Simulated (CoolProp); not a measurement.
Vapour-liquid equilibrium of propane (1) + c-C4F8 (RC318) (2) at 255.6 K; x and y are mole fractions of (1).

The numbers come from the multi-fluid Helmholtz-energy mixture model, Lemmon 2009 and Platzer 1990; pair parameters Bell 2016 in CoolProp. This equation is an older, rougher fit; its heat capacities, sound speeds and derivatives of the liquid may be far off and weren't checked against measurements.

Give the bubble pressure and the first vapour's composition at x = 0.65, 0.725, 0.875. Is there an azeotrope?

x = 0.65: 0.2522 MPa, y = 0.838; x = 0.725: 0.2569 MPa, y = 0.852; x = 0.875: 0.2656 MPa, y = 0.903. No azeotrope shows between x = 0.05 and 0.95.

The pair parameters rest on a limited set of measurements; away from them the model extrapolates. With so large a gap from Raoult's law the liquid may split in two, which this calculation doesn't test in full.
